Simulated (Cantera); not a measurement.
A perfectly stirred reactor is fed with NH₃ : N₂ = 1 : 0.76 (molar parts), at 0.0415 atm; it is held at 1450 K, and followed from long to short residence time.

Model: the gas-phase N/H chemistry of the illustrative SiF4/NH3 mechanism in the Surface Chemkin manual (1991), integrated in Cantera. Walls and surfaces, which speed up NH3 decomposition in real reactors, are not modelled.

Task: What does this change do: temperature 1450 to 2050 K?

Result: 
```tsv
quantity	before	after
x(NH₃) at τ = 7.90 s	0.559	0.0219
x(H₂) at τ = 7.90 s	0.00890	0.522
x(H) at τ = 7.90 s	3.13e-7	0.00111
x(N) at τ = 7.90 s	8.06e-10	1.67e-6
x(NH₂) at τ = 7.90 s	4.08e-5	0.000138
x(NH₃) at τ = 20.0 ms	0.568	0.531
x(H₂) at τ = 20.0 ms	1.29e-6	0.0340
x(H) at τ = 20.0 ms	4.81e-10	3.25e-5
x(N) at τ = 20.0 ms	<1e-12	3.90e-7
x(NH₂) at τ = 20.0 ms	2.45e-6	0.00140
```

Task: What does this change do: temperature 1450 to 1675 K?

Result: 
```csv
quantity,before,after
x(NH₃) at τ = 7.90 s,0.559,0.384
x(H₂) at τ = 7.90 s,0.00890,0.176
x(H) at τ = 7.90 s,3.13e-7,2.88e-5
x(N) at τ = 7.90 s,8.06e-10,6.64e-8
x(NH₂) at τ = 7.90 s,4.08e-5,0.000156
x(NH₃) at τ = 20.0 ms,0.568,0.568
x(H₂) at τ = 20.0 ms,1.29e-6,0.000246
x(H) at τ = 20.0 ms,4.81e-10,5.96e-8
x(N) at τ = 20.0 ms,<1e-12,2.13e-10
x(NH₂) at τ = 20.0 ms,2.45e-6,0.000124
```
